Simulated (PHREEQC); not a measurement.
A PHREEQC speciation (ion-association model, phreeqc.dat) at 20 °C gives pH 1.87 and these molalities:

| species | mol/kgw |
|---|---|
| H+ | 0.0153 |
| SO4-2 | 0.00607 |
| HSO4- | 0.00468 |
| Zn+2 | 0.000536 |
| ZnSO4 | 0.000232 |
| Mg+2 | 0.000221 |
| MgSO4 | 8.90e-5 |
| Zn(SO4)2-2 | 1.21e-5 |

Question: What are the element totals, and what could have been dissolved in 1 kg of water to give them?

Answer: One answer among several that fit: totals Mg 0.000310, S(6) 0.0111, Zn 0.000780 mol/kgw, from 10 mmol/kgw H2SO4, 0.78 mmol/kgw ZnSO4 and 0.31 mmol/kgw MgSO4.

This is a speciation only: nothing precipitates in the calculation.
